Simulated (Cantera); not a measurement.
Feed: 1 mol CS₂, 3.2 mol O₂, 0.0089 mol SO₂, equilibrated at 2400 K and 75.0 Torr.

These are equilibrium values from Cantera (NASA tables, ideal gas, pure condensed phases), not measurements of a reactor. Candidate condensed phases: C, S; 22 gas species. The numbers say what is thermodynamically allowed, not how fast it happens.

Base state: SO₂ 0.582, CO₂ 0.245, O₂ 0.0920, CO 0.0542, SO 0.0185, O 0.00832, S 0.000155, SO₃ 0.000124 (mole fractions); condensed: gas only.

Q: What changes in the equilibrium state with this change: O₂ from 3.2 to 0.027 mol?

A: 
```csv
species,before,after
CS,<1e-9,0.402
CS₂,<1e-9,0.268
S₂,2.99e-6,0.235
SO₂,0.582,<1e-9
O₂,0.0920,<1e-9
CO₂,0.245,4.69e-9
SO,0.0185,1.04e-7
S,0.000155,0.0433
CO,0.0542,0.0518
O,0.00832,<1e-9
SO₃,0.000124,<1e-9
COS,2.74e-7,7.34e-5
```
